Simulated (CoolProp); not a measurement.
CF4 (R14) along the isobar 20000 kPa: Z from the reference equation and from simpler models built on Tc = 227.4 K, pc = 3762 kPa, ω = 0.178; each cubic takes its own stable root.

The numbers come from the reference Helmholtz-energy equation of state, Platzer 1990 in CoolProp. This equation is an older, rougher fit; its heat capacities, sound speeds and derivatives of the liquid may be far off and weren't checked against measurements.

| T (K) | phase | reference |
|---|---|---|
| 219 | liquid | 0.7324 |
| 234.5 | supercritical | 0.7294 |
| 249.9 | supercritical | 0.7351 |
| 265.3 | supercritical | 0.7493 |
| 280.8 | supercritical | 0.7715 |
| 296.2 | supercritical | 0.7993 |
| 311.7 | supercritical | 0.8304 |
| 327.1 | supercritical | 0.8619 |
| 342.5 | supercritical | 0.8920 |
| 358 | supercritical | 0.9199 |
| 373.4 | supercritical | 0.9449 |
| 388.8 | supercritical | 0.9671 |
| 404.3 | supercritical | 0.9869 |
| 419.7 | supercritical | 1.004 |

Task: How far does each simpler model (van der Waals, Peng-Robinson) lie from the reference over these 14 states: mean and median of the absolute difference, and the worst?

Result: 
- van der Waals: mean 12.1 %, median 7.6 %, worst +32.5 % at 219 K and 20000 kPa
- Peng-Robinson: mean 3.8 %, median 2.6 %, worst -9.1 % at 219 K and 20000 kPa
